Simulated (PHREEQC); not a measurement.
## Copper plating or etch bath (model solution)

Make-up at 40 °C: 0.004 mol/kgw CuSO4, 0.24 mol/kgw H2SO4 and 0.0001 mol/kgw Na2SO4. Closed to the air; pH follows from the charge balance.

Computed with PHREEQC (ion-association model, phreeqc.dat).

```
Item                         Result
--------------------  -------------
pH                             0.69
ionic strength        0.293 mol/kgw
activity of water             0.991
specific conductance   108000 µS/cm
density                 1.007 g/cm³
total alkalinity        -480 meq/kg
```

```csv
species,molality,activity,log γ
H+,0.260,0.203,-0.109
HSO4-,0.220,0.160,-0.138
SO4-2,0.0234,0.00574,-0.610
Cu+2,0.00298,0.000845,-0.547
CuSO4,0.00102,0.00109,0.029
Na+,0.000194,0.000140,-0.140
NaSO4-,6.17e-6,4.42e-6,-0.144
```

Precipitation was switched off in this run. At this temperature some constants are extrapolated from 25 °C, and those without enthalpy data are left unchanged.
